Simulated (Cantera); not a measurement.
A Cantera script and what it prints.

```python
import numpy as np
import cantera as ct

gas_names = [...]  # 95 gases of nasa_gas.yaml made of C, F, H
cond_names = """
    C(gr) C6H6(L) C7H8(L) C8H18(L),n-octa
""".split()


# ... load() reads the species with a 1 bar reference pressure and builds the phases ...
atoms = {
    'CH2F2': {'C': 1, 'H': 2, 'F': 2},
    'CH4': {'C': 1, 'H': 4},
}
top_T = {'C(gr)': 4500}  # K; cautious upper limits of use, not melting points


# ... equilibrate(T, P, feed) seeds the gas with the atoms and calls Mixture.equilibrate('TP', solver="vcs", rtol=1e-11, max_steps=5000) ...
results = []
feed = {'CH2F2': 1, 'CH4': 0.49}  # mol
for P in [1, 5.2, 27, 140, 720, 3700, 19000, 100000]:
    for T in [2150, 2225, 2300, 2375, 2450, 2525, 2600, 2675, 2750, 2825, 2900, 2975, 3050, 3125]:
        mix = equilibrate(T, P, feed)
        results.append((T, P, feed, dict(zip(mix.species_names, mix.species_moles))))

for T, P, feed, n in results:
    print(f"{T:7g} {P:10.4g}  " + (" + ".join(c for c in cond_names if n.get(c, 0) > 1e-12) or "gas only"))
```

Result:

```
   2150          1  C(gr)
   2225          1  C(gr)
   2300          1  C(gr)
   2375          1  C(gr)
   2450          1  C(gr)
   2525          1  C(gr)
   2600          1  gas only
   2675          1  gas only
   2750          1  gas only
   2825          1  gas only
   2900          1  gas only
   2975          1  gas only
   3050          1  gas only
   3125          1  gas only
   2150        5.2  C(gr)
   2225        5.2  C(gr)
   2300        5.2  C(gr)
   2375        5.2  C(gr)
   2450        5.2  C(gr)
   2525        5.2  C(gr)
   2600        5.2  C(gr)
   2675        5.2  gas only
   2750        5.2  gas only
   2825        5.2  gas only
   2900        5.2  gas only
   2975        5.2  gas only
   3050        5.2  gas only
   3125        5.2  gas only
   2150         27  C(gr)
   2225         27  C(gr)
   2300         27  C(gr)
   2375         27  C(gr)
   2450         27  C(gr)
   2525         27  C(gr)
   2600         27  C(gr)
   2675         27  C(gr)
   2750         27  C(gr)
   2825         27  gas only
   2900         27  gas only
   2975         27  gas only
   3050         27  gas only
   3125         27  gas only
   2150        140  C(gr)
   2225        140  C(gr)
   2300        140  C(gr)
   2375        140  C(gr)
   2450        140  C(gr)
   2525        140  C(gr)
   2600        140  C(gr)
   2675        140  C(gr)
   2750        140  C(gr)
   2825        140  C(gr)
   2900        140  C(gr)
   2975        140  gas only
   3050        140  gas only
   3125        140  gas only
   2150        720  C(gr)
   2225        720  C(gr)
   2300        720  C(gr)
   2375        720  C(gr)
   2450        720  C(gr)
   2525        720  C(gr)
   2600        720  C(gr)
   2675        720  C(gr)
   2750        720  C(gr)
   2825        720  C(gr)
   2900        720  C(gr)
   2975        720  C(gr)
   3050        720  C(gr)
   3125        720  gas only
   2150       3700  C(gr)
   2225       3700  C(gr)
   2300       3700  C(gr)
   2375       3700  C(gr)
   2450       3700  C(gr)
   2525       3700  C(gr)
   2600       3700  C(gr)
   2675       3700  C(gr)
   2750       3700  C(gr)
   2825       3700  C(gr)
   2900       3700  C(gr)
   2975       3700  C(gr)
   3050       3700  C(gr)
   3125       3700  C(gr)
   2150    1.9e+04  C(gr)
   2225    1.9e+04  C(gr)
   2300    1.9e+04  C(gr)
   2375    1.9e+04  C(gr)
   2450    1.9e+04  C(gr)
   2525    1.9e+04  C(gr)
   2600    1.9e+04  C(gr)
   2675    1.9e+04  C(gr)
   2750    1.9e+04  C(gr)
   2825    1.9e+04  C(gr)
   2900    1.9e+04  C(gr)
   2975    1.9e+04  C(gr)
   3050    1.9e+04  C(gr)
   3125    1.9e+04  C(gr)
   2150      1e+05  C(gr)
   2225      1e+05  C(gr)
   2300      1e+05  C(gr)
   2375      1e+05  C(gr)
   2450      1e+05  C(gr)
   2525      1e+05  C(gr)
   2600      1e+05  C(gr)
   2675      1e+05  C(gr)
   2750      1e+05  C(gr)
   2825      1e+05  C(gr)
   2900      1e+05  C(gr)
   2975      1e+05  C(gr)
   3050      1e+05  C(gr)
   3125      1e+05  C(gr)
```

Equilibrium computed with Cantera from the NASA thermochemical tables; the gas is ideal and each condensed phase is pure.
